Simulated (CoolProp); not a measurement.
Model: reference Helmholtz-energy equation of state, Lemmon 2006, in CoolProp. It is a short technical equation, of lower accuracy than the large ones.

Task: Give the vapour pressure (MPa), liquid density (kg/m³), vapour density (kg/m³), enthalpy of vaporisation (kJ/kg) of saturated n-nonane at 44.85, 99.45 °C.

Result: 
```tsv
T (°C)	p (MPa)	liquid density (kg/m³)	vapour density (kg/m³)	enthalpy of vaporisation (kJ/kg)
44.85	0.00184	698	0.0897	351
99.45	0.0206	654	0.871	320
```
